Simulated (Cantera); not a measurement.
**Pyrogenic steam for wet oxidation**

An isothermal, constant-pressure homogeneous reactor starts with 4.98 % H2, 15.6 % O2, 79.4 % N2, equivalence ratio 0.16, at 1023 K and 0.133 bar.

Cantera simulation using GRI-Mech 3.0 (53 species, 325 reactions); the numbers are that mechanism's predictions, not measurements. Radical loss at walls, strong at low pressure, is not modelled. The temperature is held fixed by assumption; the heat of reaction is taken as removed at once.

```json
[
 {"t (s)": "9.00e-6", "x H2": "0.0498", "x O2": "0.156", "x H": "1.19e-11", "x OH": "<1e-12", "x HO2": "1.26e-11"},
 {"t (s)": "3.53e-5", "x H2": "0.0498", "x O2": "0.156", "x H": "4.65e-11", "x OH": "5.46e-12", "x HO2": "5.06e-11"},
 {"t (s)": "0.000138", "x H2": "0.0498", "x O2": "0.156", "x H": "3.25e-10", "x OH": "5.63e-11", "x HO2": "2.23e-10"},
 {"t (s)": "0.000541", "x H2": "0.0498", "x O2": "0.156", "x H": "6.27e-8", "x OH": "1.16e-8", "x HO2": "9.74e-9"},
 {"t (s)": "0.00212", "x H2": "0.00470", "x O2": "0.135", "x H": "0.00721", "x OH": "0.00132", "x HO2": "1.40e-5"},
 {"t (s)": "0.00830", "x H2": "0.000158", "x O2": "0.134", "x H": "1.56e-5", "x OH": "0.000103", "x HO2": "4.57e-6"},
 {"t (s)": "0.0325", "x H2": "1.50e-5", "x O2": "0.134", "x H": "3.24e-7", "x OH": "2.76e-5", "x HO2": "7.47e-7"},
 {"t (s)": "0.127", "x H2": "9.42e-7", "x O2": "0.134", "x H": "1.05e-8", "x OH": "9.40e-6", "x HO2": "8.90e-8"},
 {"t (s)": "0.499", "x H2": "4.18e-8", "x O2": "0.134", "x H": "5.30e-10", "x OH": "3.60e-6", "x HO2": "1.25e-8"},
 {"t (s)": "1.95", "x H2": "4.74e-9", "x O2": "0.134", "x H": "4.60e-11", "x OH": "1.60e-6", "x HO2": "2.53e-9"},
 {"t (s)": "7.66", "x H2": "9.83e-10", "x O2": "0.134", "x H": "5.14e-12", "x OH": "7.68e-7", "x HO2": "6.73e-10"},
 {"t (s)": "30.0", "x H2": "2.40e-10", "x O2": "0.134", "x H": "<1e-12", "x OH": "3.86e-7", "x HO2": "3.34e-10"}
]
```
x: mole fraction; the columns are a selection and need not sum to one.

Equilibrium at this temperature and pressure: H2 6.57e-11, O2 0.134, H <1e-12, OH 1.89e-7, HO2 4.12e-10 (gas phase only).
